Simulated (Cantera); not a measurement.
A perfectly stirred reactor is fed with CH₄ : CO : O₂ : N₂ = 1 : 1.1 : 3.7 : 13.9 (molar parts), equivalence ratio 0.69, at 14.0 bar; it is adiabatic with a 700 K inlet, and is followed from long to short residence time, starting on the burning branch (τ in s: 0.063, 0.022, 0.0077, 0.0027, 0.00094, 0.00033, 0.00012, 4e-05, 1.4e-05).

Cantera simulation using GRI-Mech 3.0 (53 species, 325 reactions); the numbers are that mechanism's predictions, not measurements. The pressure lies above the range GRI-Mech 3.0 was tuned for (to about 10 atm).

Problem. What does this change do: CH4 1 to 1.5 parts?

Solution. 
```json
[
 {"quantity": "blow-out, bracketed by the residence times tried", "before": "burning at 40.0 µs, out at 14.0 µs", "after": "burning at 14.0 µs, the shortest tried"},
 {"quantity": "x(CH₄) at τ = 63.0 ms", "before": "5.22e-7", "after": "2.62e-7"},
 {"quantity": "x(CO) at τ = 63.0 ms", "before": "0.000761", "after": "0.0117"},
 {"quantity": "x(O₂) at τ = 63.0 ms", "before": "0.0584", "after": "0.0110"},
 {"quantity": "x(NO) at τ = 63.0 ms", "before": "0.00287", "after": "0.00474"},
 {"quantity": "x(NO₂) at τ = 63.0 ms", "before": "7.28e-6", "after": "3.58e-6"},
 {"quantity": "x(CH₄) at τ = 0.940 ms", "before": "2.48e-5", "after": "1.47e-5"},
 {"quantity": "x(CO) at τ = 0.940 ms", "before": "0.00252", "after": "0.0140"},
 {"quantity": "x(O₂) at τ = 0.940 ms", "before": "0.0605", "after": "0.0138"},
 {"quantity": "x(NO) at τ = 0.940 ms", "before": "0.000152", "after": "0.00139"},
 {"quantity": "x(NO₂) at τ = 0.940 ms", "before": "5.57e-7", "after": "1.29e-6"}
]
```

Problem. What does this change do: 0.23 parts H2 added?

Solution. 
```csv
quantity,before,after
"blow-out, bracketed by the residence times tried","burning at 40.0 µs, out at 14.0 µs","burning at 14.0 µs, the shortest tried"
x(CH₄) at τ = 63.0 ms,5.22e-7,4.01e-7
x(CO) at τ = 63.0 ms,0.000761,0.00111
x(O₂) at τ = 63.0 ms,0.0584,0.0516
x(NO) at τ = 63.0 ms,0.00287,0.00398
x(NO₂) at τ = 63.0 ms,7.28e-6,8.83e-6
x(CH₄) at τ = 0.940 ms,2.48e-5,2.02e-5
x(CO) at τ = 0.940 ms,0.00252,0.00277
x(O₂) at τ = 0.940 ms,0.0605,0.0542
x(NO) at τ = 0.940 ms,0.000152,0.000244
x(NO₂) at τ = 0.940 ms,5.57e-7,7.25e-7
```
